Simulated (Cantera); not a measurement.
What does this Cantera script print?

```python
import numpy as np
import cantera as ct

surf = ct.Interface("diamond.yaml", "diamond_100")
gas, bulk = surf.adjacent["gas"], surf.adjacent["diamond"]
k = surf.kinetics_species_index(bulk.species_names[0])
cover = ["c6HH", "c6H*", "c6*H", "c6**", "c6HM", "c6B"]

rows, drift = [], 0.0
print(f"{'xH':>10s}{'um/h':>11s}" + "".join(f"{s:>11s}" for s in cover))
for v in [0.0001, 0.0002, 0.00041, 0.00083, 0.0017, 0.0034, 0.007, 0.014, 0.029]:
    T, P, xH, xCH3 = 1075, 7100, v, 0.00076
    gas.TPX = T, P, {"H": xH, "CH3": xCH3, "CH4": 0.0037, "H2": 1 - xH - xCH3 - 0.0037}
    surf.TP = bulk.TP = T, P
    surf.coverages = "c6H*:0.1, c6HH:0.9"
    surf.advance_coverages(100.0)
    before = surf.coverages
    surf.advance_coverages(100.0)
    drift = max(drift, np.max(np.abs(surf.coverages - before) / (surf.coverages + 1e-9)))
    rate = surf.net_production_rates[k] * bulk.mean_molecular_weight / bulk.density * 3.6e9
    rows.append([rate, *surf[cover].coverages])
    print(f"{v:10.4g}{rate:11.4e}" + "".join(f"{x:11.3e}" for x in rows[-1][1:]))
```

Output:

```
        xH       um/h       c6HH       c6H*       c6*H       c6**       c6HM        c6B
    0.0001 2.2150e+00  4.603e-01  1.619e-02  2.723e-01  2.393e-03  1.645e-01  6.010e-09
    0.0002 4.5049e+00  4.318e-01  1.734e-02  2.916e-01  4.147e-03  1.694e-01  1.222e-08
   0.00041 8.6053e+00  4.250e-01  1.844e-02  3.101e-01  6.470e-03  1.602e-01  2.335e-08
   0.00083 1.4547e+01  4.367e-01  1.978e-02  3.325e-01  8.962e-03  1.354e-01  3.947e-08
    0.0017 2.1678e+01  4.602e-01  2.138e-02  3.593e-01  1.134e-02  9.936e-02  5.883e-08
    0.0034 2.8049e+01  4.845e-01  2.285e-02  3.835e-01  1.319e-02  6.459e-02  7.611e-08
     0.007 3.2954e+01  5.042e-01  2.403e-02  4.024e-01  1.451e-02  3.695e-02  8.942e-08
     0.014 3.5906e+01  5.163e-01  2.481e-02  4.137e-01  1.529e-02  2.016e-02  9.743e-08
     0.029 3.7679e+01  5.235e-01  2.544e-02  4.201e-01  1.576e-02  1.022e-02  1.022e-07
```

Model: the Harris–Goodwin 1993 mechanism for the reconstructed diamond (100) surface, integrated in Cantera.
